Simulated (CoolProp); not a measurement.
A single-stage vapour-compression cycle with sulfur dioxide: evaporating at 292.15 K (dew point), condensing at 324.15 K (bubble point), superheat 10 K, subcooling 2 K, compressor efficiency 0.6, no pressure losses. Each further row changes one setting.

The numbers come from the reference Helmholtz-energy equation of state, Gao 2016 in CoolProp.

```csv
case,cooling COP,pressure ratio,discharge temperature (K),refrigerating effect (kJ/kg),volumetric capacity (kJ/m³)
as stated,4.81,2.71,407.8,327,2810
evaporating temperature 297.15 K,5.89,2.28,394.2,329,3330
condensing temperature 319.15 K,5.80,2.35,392.0,334,2870
subcooling 7 K,4.91,2.71,407.8,334,2870
superheat 20 K,4.72,2.71,421.0,334,2760
compressor efficiency 0.5,4.01,2.71,426.2,327,2810
```
